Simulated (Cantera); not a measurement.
**Halide evaporation, hydrolysis and transport: MgF₂ + H₂**

A closed system holds: 1 mol MgF₂, 0.24 mol H₂, held at 1150 K and 2.00 mbar.

These are equilibrium values from Cantera (NASA tables, ideal gas, pure condensed phases), not measurements of a reactor. Candidate condensed phases: Mg, MgF₂; 17 gas species. Kinetics and transport are ignored.

The x(H₂) is 1.000, the x(HF) is 0.000111 and the x(Mg) is 5.54e-5. The x(MgF₂) is 2.89e-6 and the x(H) is 1.67e-6. The n(MgF₂(s)) is 1.000 mol and the gas amount comes out as 0.2400 mol. The log10 activity of Mg(l) (absent) comes out as -6.03.
